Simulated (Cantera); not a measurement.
Predominance diagram of Ca at 702 °C against the partial pressures of O2 and Cl2 (log10, bar). Standard-state values (1 bar) from the NASA 1993 polynomials, evaluated with Cantera. Candidates: Ca(s), CaCl2(s), CaO(s). Only these pure phases compete in this equilibrium. Not in the tables: oxide halides.

```
log p(Cl2) \ log p(O2)
        columns: -18, -17.2, -16.4, -15.5, -14.7, -13.9, -13.1, -12.3, -11.5, -10.6, -9.8, -9, -8.2, -7.4, -6.5, -5.7, -4.9, -4.1, -3.3, -2.5, -1.6, -0.8, 0
      1  A A A A A A A A A A A A A A A A A A A A A A A
   -2.6  A A A A A A A A A A A A A A A A A A A A A A A
   -6.2  A A A A A A A A A A A A A A A A A A A A A A B
   -9.8  A A A A A A A A A A A A A B B B B B B B B B B
  -13.4  A A A A B B B B B B B B B B B B B B B B B B B
    -17  B B B B B B B B B B B B B B B B B B B B B B B
  -20.6  B B B B B B B B B B B B B B B B B B B B B B B
  -24.2  B B B B B B B B B B B B B B B B B B B B B B B
  -27.8  B B B B B B B B B B B B B B B B B B B B B B B
  -31.4  B B B B B B B B B B B B B B B B B B B B B B B
    -35  B B B B B B B B B B B B B B B B B B B B B B B
```

A: CaCl2(s); B: CaO(s).
